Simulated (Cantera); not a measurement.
Diamond growth

A diamond (100) surface in a fixed gas of H2 with x(CH4) = 0.0025, x(CH3) = 5.5e-05, at 1075 K, 17.3 Torr; coverages are run to steady state.

Cantera simulation using the Harris–Goodwin 1993 mechanism for the reconstructed diamond (100) surface; the numbers are that mechanism's predictions, not measurements.

| x(H) | growth (µm/h) | θ c6HH | θ c6H* | θ c6*H | θ c6** | θ c6HM |
|---|---|---|---|---|---|---|
| 0.0001 | 0.0348 | 0.601 | 0.0215 | 0.362 | 0.00534 | 0.00600 |
| 0.0002 | 0.0705 | 0.567 | 0.0232 | 0.391 | 0.00828 | 0.00672 |
| 0.00041 | 0.136 | 0.547 | 0.0242 | 0.407 | 0.0111 | 0.00693 |
| 0.00082 | 0.237 | 0.537 | 0.0247 | 0.415 | 0.0132 | 0.00645 |
| 0.0017 | 0.385 | 0.532 | 0.0250 | 0.420 | 0.0145 | 0.00526 |
| 0.0033 | 0.536 | 0.531 | 0.0252 | 0.423 | 0.0152 | 0.00385 |
| 0.0067 | 0.681 | 0.531 | 0.0253 | 0.425 | 0.0157 | 0.00244 |
| 0.014 | 0.788 | 0.531 | 0.0254 | 0.426 | 0.0159 | 0.00136 |
| 0.027 | 0.848 | 0.531 | 0.0255 | 0.427 | 0.0160 | 0.000761 |
θ: site fractions in the mechanism's names (c6HH fully hydrogenated, c6H* and c6*H radical sites, c6** diradical, c6HM methylated).
